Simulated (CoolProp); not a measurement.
Vapour-liquid equilibrium of CHF3 (R23) (1) + R134a (2) at -70.45 °C; x and y are mole fractions of (1).

Model: multi-fluid Helmholtz-energy mixture model, Penoncello 2003 and Tillner-Roth 1994; pair parameters Bell 2016, in CoolProp.

### Question
Give the bubble pressure and the first vapour's composition at x = 0.05, 0.125, 0.5. Is there an azeotrope?

### Answer
x = 0.05: 0.1630 bar, y = 0.547; x = 0.125: 0.2908 bar, y = 0.763; x = 0.5: 0.9458 bar, y = 0.956. No azeotrope shows between x = 0.05 and 0.95.

The pair parameters rest on a limited set of measurements; away from them the model extrapolates.
